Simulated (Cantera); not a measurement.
Feed: 1 mol Si, 0.43 mol O₂, 1.4 mol N₂, held at 1875 K and 0.133 bar.

Method: chemical equilibrium by Gibbs-energy minimisation in Cantera with the NASA 1993 tables (ideal gas, pure condensed phases). Candidate condensed phases: Si, SiO₂, Si₂N₂O, Si₃N₄; 16 gas species. Mutual solubility and eutectic melting of coexisting phases are not modelled. The tables hold silica as quartz up to 1696 K and as liquid above; real silica turns to tridymite and cristobalite and melts near 1996 K. Rates play no part.

Base state: N₂ 0.902, SiO 0.0975 (mole fractions); condensed: SiO₂(condensed) + Si₂N₂O(s).

Task: What changes in the equilibrium state with this change: O₂ from 0.43 to 0.001 mol?

Result: 
```csv
species,before,after
N₂,0.902,0.997
SiO,0.0975,0.00271
Si,1.26e-6,2.43e-5
"SiO₂(condensed), mol",0.202,0
"Si₂N₂O(s), mol",0.342,0
"Si₃N₄(s), mol",0,0.333
```

Task: What changes in the equilibrium state with this change: Si replaced by SiC?

Result: 
```
species               before   after
--------------------  ------  ------
N₂                     0.902   0.655
CO                         0   0.322
SiO                   0.0975  0.0230
SiO₂(condensed), mol   0.202       0
Si₂N₂O(s), mol         0.342   0.260
SiC(s), mol                0   0.440
```
Further candidate phases: C, SiC.
